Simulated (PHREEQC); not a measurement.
A made-up water analysis in mmol/kgw, 25 °C, pH 2.39, pe 10.7:

| constituent | mmol/kgw |
|---|---|
| Na | 3.83 |
| K | 1.39 |
| Ca | 4.91 |
| Mg | 1.57 |
| Cl | 5.15 |
| S(6) | 10.3 |
| Cd | 0.0142 |

Valence states are taken as typed.

All values are PHREEQC results (ion-association model, wateq4f.dat), not measurements.

No solid was allowed to form.

### Question
Predict the ionic strength, charge-balance error.

### Answer
ionic strength 0.0311 mol/kgw; charge-balance error -3.0 %.

### Question
In which forms is K present?

### Answer
K+ 98 %, KSO4- 2.4 % of the K.
